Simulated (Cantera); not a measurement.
Input (Python, Cantera) and output of one run.

```python
import numpy as np
import cantera as ct

gas_names = """
    Ca CaCL CaCL2 CaO CaOH CaO2H2 Ca2 CL CLO CL2 H HCL HNO HNO2 HNO3 HOCL HO2 H2 H2O H2O2 N NH NH2 NH3
    NH2OH NO NO2 NO3 N2 N2H2 N2H4 N2O O OH O2 O3
""".split()
cond_names = """
    Ca(a) Ca(b) Ca(L) CaCL2(s) CaCL2(L) CaO(s) CaO(L) CaO2H2(s) H2O(s) H2O(L) NH4CL(a) NH4CL(b)
""".split()


# ... load() reads the species with a 1 bar reference pressure and builds the phases ...
atoms = {
    'CaO': {'Ca': 1, 'O': 1},
    'Cl2': {'CL': 2},
    'N2': {'N': 2},
    'HCl': {'H': 1, 'CL': 1},
}
top_T = {}  # K; cautious upper limits of use, not melting points


# ... equilibrate(T, P, feed) seeds the gas with the atoms and calls Mixture.equilibrate('TP', solver="vcs", rtol=1e-11, max_steps=5000) ...
results = []
feed = {'CaO': 1, 'Cl2': 1.6, 'N2': 4.1, 'HCl': 48}  # mol
T = 1173.15  # K
P = 3800  # Pa
mix = equilibrate(T, P, feed)
results.append((T, P, feed, dict(zip(mix.species_names, mix.species_moles))))
print(gas.report(threshold=1e-05))
for i in range(1, mix.n_phases):
    print(f"{mix.phase(i).name:16s} {mix.phase_moles(i):12.5e} mol")
```

Output:

```
       temperature   1173.2 K
          pressure   3800 Pa
           density   0.014189 kg/m^3
  mean mol. weight   36.422 kg/kmol
   phase of matter   gas

                          1 kg             1 kmol
                     ---------------   ---------------
          enthalpy        -1.583e+06       -5.7657e+07  J
   internal energy       -1.8508e+06       -6.7411e+07  J
           entropy            7172.2        2.6123e+05  J/K
    Gibbs function       -9.9971e+06       -3.6412e+08  J
 heat capacity c_p            904.49             32944  J/K
 heat capacity c_v            676.21             24629  J/K

                      mass frac. Y      mole frac. X     chem. pot. / RT
                     ---------------   ---------------   ---------------
             CaCL2        0.00029714        9.7521e-05           -100.33
                CL         0.0029278         0.0030081           -18.195
               CL2          0.053167          0.027313           -36.389
               HCL           0.87463           0.87377           -37.567
               H2O          0.008635          0.017458           -57.497
                N2          0.059698          0.077616           -31.117
                O2        0.00064476        0.00073391           -37.507
     [  +29 minor]        5.0407e-06        5.1164e-06

Ca(L)             0.00000e+00 mol
CaCL2(L)          9.94849e-01 mol
CaO(s)            0.00000e+00 mol
```

These are equilibrium values from Cantera (NASA tables, ideal gas, pure condensed phases), not measurements of a reactor. Condensed phases not in the tables: oxide chlorides.
